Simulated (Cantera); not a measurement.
A closed system holds: 1 mol CO2, 0.28 mol H2, held at 3523.15 K and 101000 Pa.

Equilibrium computed with Cantera from the NASA thermochemical tables; the gas is ideal and each condensed phase is pure. Candidate condensed phases: C, C6H6, C7H8, C8H18, H2O; 110 gas species. The numbers say what is thermodynamically allowed, not how fast it happens.

Base state: CO 0.443, O 0.156, H 0.0981, O2 0.0903, CO2 0.0803, OH 0.0689, H2O 0.0379, H2 0.0252 (mole fractions); condensed: gas only.

Question: What changes in the equilibrium state with this change: H2 from 0.28 to 1.1 mol?

Answer: 
```tsv
species	before	after
CO	0.443	0.321
H	0.0981	0.223
H2	0.0252	0.130
O2	0.0903	0.0255
H2O	0.0379	0.104
CO2	0.0803	0.0309
O	0.156	0.0828
OH	0.0689	0.0831
HO2	3.14e-5	2.01e-5
```
